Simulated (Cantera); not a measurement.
Charge: 1 mol C₆H₆, a varied amount of H₂, held at 352 °C and 53.0 bar.

Method: chemical equilibrium by Gibbs-energy minimisation in Cantera with the NASA 1993 tables (ideal gas, pure condensed phases). Candidate condensed phases: C, C₆H₆, C₇H₈, C₈H₁₈; 76 gas species. The ideal-gas law is rough above about 30 bar. The numbers say what is thermodynamically allowed, not how fast it happens.

x: gas mole fraction; n: condensed amount in mol.

| n(H₂) (mol) | x CH₄ | x H₂ | x C₂H₆ | x C₃H₈ | n C(graphite) |
|---|---|---|---|---|---|
| 1 | 0.980 | 0.0196 | 5.04e-5 | 2.15e-8 | 4.02 |
| 3.3 | 0.980 | 0.0196 | 5.04e-5 | 2.15e-8 | 2.88 |
| 5.6 | 0.980 | 0.0196 | 5.04e-5 | 2.15e-8 | 1.74 |
| 7.9 | 0.980 | 0.0196 | 5.04e-5 | 2.15e-8 | 0.604 |
| 10 | 0.857 | 0.143 | 5.27e-6 | … | 0 |
| 12 | 0.667 | 0.333 | 1.37e-6 | … | 0 |
| 15 | 0.500 | 0.500 | 5.12e-7 | … | 0 |
| 17 | 0.429 | 0.571 | 3.29e-7 | … | 0 |

What belongs in the gaps?


- 10, x C₃H₈: 2.69e-10
- 12, x C₃H₈: 2.32e-11
- 15, x C₃H₈: 4.36e-12
- 17, x C₃H₈: 2.10e-12
